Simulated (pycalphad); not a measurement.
## Effect of B content in Ti-Hf-B

All values are pycalphad results on the COST 507 light-alloy database (1999) (1 atm), not direct measurements. The data set is of 1999 and partly superseded. Amounts are mole fractions of atoms. Diffusion is slow at the low end, where real alloys seldom reach equilibrium.

### Question
One of these alloys has its liquidus at 1870 K, its solidus at 1814 K, and holds hcp 0.93, BM 0.07 at 600 K. Which?
(A) Ti-1.92Hf-4.44B (at.%)
(B) Ti-1.92Hf-6.66B (at.%)
(C) Ti-1.92Hf-3.33B (at.%)
(D) Ti-1.92Hf-8.88B (at.%)
(E) Ti-1.92Hf-2.22B (at.%)

### Answer
C, Ti-1.92Hf-3.33B (at.%). The others: Ti-1.92Hf-2.22B (at.%), liquidus 1891, solidus 1814; Ti-1.92Hf-4.44B (at.%), liquidus 1851, solidus 1814; Ti-1.92Hf-6.66B (at.%), liquidus 1817, solidus 1814; Ti-1.92Hf-8.88B (at.%), liquidus 1856, solidus 1814

Database names, with the compositions (at.%) that they take in these runs: BM: Ti 50 B 50.
